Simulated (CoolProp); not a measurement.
Values from CoolProp's reference Helmholtz-energy equation of state, Lemmon 2016.

For R227EA, give the phase and the cp (kJ/(kg K)), Prandtl number at 296.4 K and 11100 kPa; 343 K and 11100 kPa; 358.5 K and 11100 kPa.


- 296.4 K and 11100 kPa: liquid; cp 1.12, Prandtl number 5.17
- 343 K and 11100 kPa: liquid; cp 1.21, Prandtl number 3.93
- 358.5 K and 11100 kPa: liquid; cp 1.24, Prandtl number 3.60

Viscosity comes from a separate model (Huber 2003), an estimate that may be off by 10 % or more. Thermal conductivity comes from a separate model (Huber 2003), an estimate that may be off by 10 % or more.
